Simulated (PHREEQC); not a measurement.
A solution holds 140 mmol/kgw H2SO4 and 0.044 mmol/kgw KNO3, at 55 °C. Closed to the air; pH follows from the charge balance.

All values are PHREEQC results (ion-association model, phreeqc.dat), not measurements.

### Question
The ionic strength comes out as 0.166 mol/kgw. What activity coefficients do HSO4-, K+, SO4-2, KSO4-, NO3- get?

### Answer
HSO4- 0.74, K+ 0.71, SO4-2 0.29, KSO4- 0.75, NO3- 0.70.

No solid was allowed to form. Complexes and solids missing from the database can't appear. Away from 25 °C the constants follow the database's enthalpies or fits; those with neither stay at their 25 °C values.
